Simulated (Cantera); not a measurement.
Charge: 1 mol Fe, a varied amount of Cl2, 5.3 mol N2, held at 675 °C and 10000 Pa.

Cantera equilibrium calculation (NASA polynomials, part measured and part estimated; ideal gas, pure solids and liquids). Candidate condensed phases: Fe, FeCl2, FeCl3; 10 gas species. Rates play no part.

x: gas mole fraction; n: condensed amount in mol.

```tsv
n(Cl2) (mol)	x N2	x FeCl2	x Fe2Cl4	x FeCl3	x Cl	n Fe(α)	n FeCl2(s)
0.04	0.993	0.00719	0.000151	8.95e-7	3.66e-10	0.960	0
0.056	0.990	0.00988	0.000286	1.44e-6	4.29e-10	0.944	0
0.079	0.986	0.0136	0.000542	2.33e-6	5.04e-10	0.921	0
0.11	0.981	[?]	[?]	[?]	[?]	0.890	0
0.16	0.973	0.0255	0.00191	5.99e-6	6.90e-10	0.840	0
0.22	0.963	[?]	[?]	[?]	[?]	0.780	0
0.31	0.950	0.0441	0.00571	1.36e-5	9.08e-10	0.690	0
0.44	0.932	0.0578	0.00979	2.04e-5	1.04e-9	0.560	0
0.63	0.909	0.0750	0.0165	3.02e-5	1.18e-9	0.370	0
0.88	0.904	0.0781	0.0179	3.21e-5	1.21e-9	0.120	0.213
```

Task: Complete the blanks.

Result: 
- 0.22, x FeCl2: 0.0334
- 0.22, x Fe2Cl4: 0.00327
- 0.22, x FeCl3: 8.98e-6
- 0.22, x Cl: 7.90e-10
- 0.11, x FeCl2: 0.0184
- 0.11, x Fe2Cl4: 0.000989
- 0.11, x FeCl3: 3.66e-6
- 0.11, x Cl: 5.85e-10
